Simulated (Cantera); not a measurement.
A closed system holds: 1 mol H2S, 1.2 mol O2, held at 0.460 bar.

These are equilibrium values from Cantera (NASA tables, ideal gas, pure condensed phases), not measurements of a reactor. Candidate condensed phases: H2O, H2SO4, S; 19 gas species. Rates play no part. All values below are at 1423 K.

Base state: H2O 0.508, SO2 0.392, S2 0.0622, H2 0.0169, H2S 0.0153, S2O 0.00326, SO 0.00193, SH 0.000380 (mole fractions); condensed: gas only.

Question: What changes in the equilibrium state with this change: O2 from 1.2 to 0.32 mol?

Answer: 
```
species    before     after
-------  --------  --------
H2O         0.508     0.431
S2         0.0622     0.256
H2S        0.0153     0.190
SO2         0.392    0.0154
H2         0.0169     0.103
SH       0.000380   0.00191
SO        0.00193  0.000544
S         5.84e-6   1.19e-5
S2O       0.00326   0.00187
```
